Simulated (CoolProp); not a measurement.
The numbers come from the reference Helmholtz-energy equation of state, Lemmon 2006 in CoolProp. It is a short technical equation, of lower accuracy than the large ones.

For toluene, give the phase and the cp (kJ/(kg K)), cv (kJ/(kg K)), conductivity (mW/(m K)) at 346.85 °C and 0.0652 MPa; 346.85 °C and 7.9 MPa; 346.85 °C and 12.8 MPa.


- 346.85 °C and 0.0652 MPa: gas; cp 2.18, cv 2.09, conductivity 43.5
- 346.85 °C and 7.9 MPa: supercritical; cp 3.22, cv 2.22, conductivity 78.7
- 346.85 °C and 12.8 MPa: supercritical; cp 2.81, cv 2.20, conductivity 83.6

Thermal conductivity comes from a separate model (Assael 2012).
